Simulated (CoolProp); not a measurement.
A simple Rankine cycle with neopentane: condensing at 325.15 K, boiler at 2.79 MPa, turbine inlet 427.2 K, turbine efficiency 0.85, pump efficiency 0.6, no recuperator. Each further row changes one setting.

Model: reference Helmholtz-energy equation of state, Lemmon 2006, in CoolProp. It is a short technical equation, of lower accuracy than the large ones.

```
case                             thermal efficiency (%)  net work (kJ/kg)  heat in (kJ/kg)  turbine exit temperature (K)  volume ratio over the turbine
-------------------------------  ----------------------  ----------------  ---------------  ----------------------------  -----------------------------
as stated                                          12.7              51.7              407                         363.1                           11.6
turbine inlet 447.2 K                              12.7              60.6              478                         392.5                           9.50
condensing temperature 317.15 K                    13.7              58.6              427                         358.6                           14.4
boiler pressure 1.95 MPa                           11.2              50.9              453                         385.2                           6.04
turbine efficiency 0.75                            11.0              44.7              407                         366.4                           11.7
```
